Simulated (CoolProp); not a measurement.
A simple Rankine cycle with water: condensing at 326.15 K, boiler at 0.718 MPa, turbine inlet 479.1 K, turbine efficiency 0.75, pump efficiency 0.8, no recuperator. Each further row changes one setting.

Values from CoolProp's reference Helmholtz-energy equation of state, Wagner 2002.

```json
[
 {"case": "as stated", "thermal efficiency (%)": "17.8", "net work (kJ/kg)": "469", "heat in (kJ/kg)": "2630", "turbine exit temperature (K)": "326.1", "volume ratio over the turbine": "32.2"},
 {"case": "turbine inlet 499.1 K", "thermal efficiency (%)": "17.9", "net work (kJ/kg)": "480", "heat in (kJ/kg)": "2680", "turbine exit temperature (K)": "326.1", "volume ratio over the turbine": "31.2"},
 {"case": "condensing temperature 318.15 K", "thermal efficiency (%)": "19.0", "net work (kJ/kg)": "506", "heat in (kJ/kg)": "2670", "turbine exit temperature (K)": "318.1", "volume ratio over the turbine": "46.5"},
 {"case": "boiler pressure 0.503 MPa", "thermal efficiency (%)": "16.4", "net work (kJ/kg)": "433", "heat in (kJ/kg)": "2650", "turbine exit temperature (K)": "326.1", "volume ratio over the turbine": "22.8"},
 {"case": "turbine efficiency 0.65", "thermal efficiency (%)": "15.4", "net work (kJ/kg)": "406", "heat in (kJ/kg)": "2630", "turbine exit temperature (K)": "326.1", "volume ratio over the turbine": "33.1"}
]
```

The expansion ends wet for: as stated; turbine inlet 499.1 K; condensing temperature 318.15 K; boiler pressure 0.503 MPa; turbine efficiency 0.65.
